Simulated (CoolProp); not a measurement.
A closed Brayton cycle with nitrogen: compressor inlet 323.15 K and 1.6 MPa, high pressure 2.99 MPa, turbine inlet 880 K, compressor efficiency 0.8, turbine efficiency 0.9, recuperator effectiveness 0 (on enthalpy, no pinch check). Each further row changes one setting.

Computed with CoolProp (reference Helmholtz-energy equation of state, Span 2000).

```tsv
case	thermal efficiency (%)	net work (kJ/kg)	compressor to turbine work	compressor exit (K)	turbine exit (K)
as stated	10.4	54.3	0.60	402.3	759.6
turbine inlet 830 K	9.9	46.4	0.64	402.3	[?]
compressor inlet 333.15 K	10.1	[?]	0.62	414.7	759.6
high pressure 2.54 MPa	8.0	43.7	[?]	380.3	789.4
recuperator effectiveness 0.5	16.4	54.3	0.60	402.3	759.6
```

Complete the blanks.


- turbine inlet 830 K, turbine exit (K): 715.4
- compressor inlet 333.15 K, net work (kJ/kg): 51.6
- high pressure 2.54 MPa, compressor to turbine work: 0.58
